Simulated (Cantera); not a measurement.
Feed: 1 mol Si, 13 mol HBr, 90 mol H2, held at 0.000480 bar.

Equilibrium computed with Cantera from the NASA thermochemical tables; the gas is ideal and each condensed phase is pure. Candidate condensed phases: Br2, Si; 19 gas species. The tables' values for SiBr3 are old estimates; treat these amounts as uncertain. Kinetics and transport are ignored. All values below are at 900 °C.

Base state: H2 0.884, HBr 0.106, SiBr2 0.00941, Br 0.000296, SiBr4 0.000146, SiBr3 0.000132, SiHBr3 1.69e-5 (mole fractions); condensed: gas only.

Task: What changes in the equilibrium state with this change: HBr from 13 to 3.4 mol?

Result: 
```
species       before    after
----------  --------  -------
H2             0.884    0.965
HBr            0.106   0.0328
SiBr2        0.00941  0.00175
SiBr4       0.000146  2.36e-6
SiBr3       0.000132  7.23e-6
SiHBr3       1.69e-5  9.70e-7
Si(s), mol         0    0.836
```
